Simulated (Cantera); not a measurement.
An adiabatic, constant-volume homogeneous reactor starts with CH4 : O2 : N2 = 1 : 3.23 : 12.1 (molar parts), equivalence ratio 0.62, at 1425 K and 88000 Pa. Integrator tolerance rtol = 1e-08.

Detailed kinetics in Cantera: GRI-Mech 3.0 (53 species, 325 reactions).

```csv
quantity,before,after
time of steepest temperature rise,2.23 ms,1.90 ms
temperature at 0.500 s,2663 K,2365 K
equilibrium temperature,2663 K,2365 K
x(CH4) at 0.500 s,<1e-12 (gas-phase equilibrium <1e-12),<1e-12 (gas-phase equilibrium <1e-12)
x(O2) at 0.500 s,0.0673 (gas-phase equilibrium 0.0673),0.116 (gas-phase equilibrium 0.116)
x(C2H4) at 0.500 s,<1e-12 (gas-phase equilibrium <1e-12),<1e-12 (gas-phase equilibrium <1e-12)
x(H2O) at 0.500 s,0.107 (gas-phase equilibrium 0.107),0.0736 (gas-phase equilibrium 0.0736)
x(CH3) at 0.500 s,<1e-12 (gas-phase equilibrium <1e-12),<1e-12 (gas-phase equilibrium <1e-12)
x(H2) at 0.500 s,0.00402 (gas-phase equilibrium 0.00402),0.000536 (gas-phase equilibrium 0.000536)
```

Problem. Which change was made?
(A) initial temperature 1425 to 1375 K
(B) initial temperature 1425 to 1150 K
(C) CH4 1 to 0.62 parts
(D) pressure from 88000 Pa to 52000 Pa

Solution. C, CH4 1 to 0.62 parts
